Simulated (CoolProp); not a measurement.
The fluid at 592.47 K and 14.8 MPa is throttled through a valve to 3.04 MPa with no heat exchange. The same conditions are run with several fluids, on thermodynamics alone (safety and materials aside).

Model: reference Helmholtz-energy equation of state of each fluid (methanol: de Reuck 1993; toluene: Lemmon 2006; carbon dioxide: Span 1996; nitrogen: Span 2000; octamethylcyclotetrasiloxane (D4): Thol 2015), in CoolProp.

Q: Rank methanol, toluene, carbon dioxide, nitrogen, octamethylcyclotetrasiloxane (D4) by temperature change (K), highest first.

A: nitrogen (+1.1), octamethylcyclotetrasiloxane (D4) (-2.3), carbon dioxide (-22.3), toluene (-25.2), methanol (-89.0)

```csv
fluid,final phase,final density (kg/m³)
methanol,gas,27.6
toluene,"two-phase, vapour fraction 0.308",242
carbon dioxide,gas,28.5
nitrogen,gas,17.0
octamethylcyclotetrasiloxane (D4),supercritical,548
```
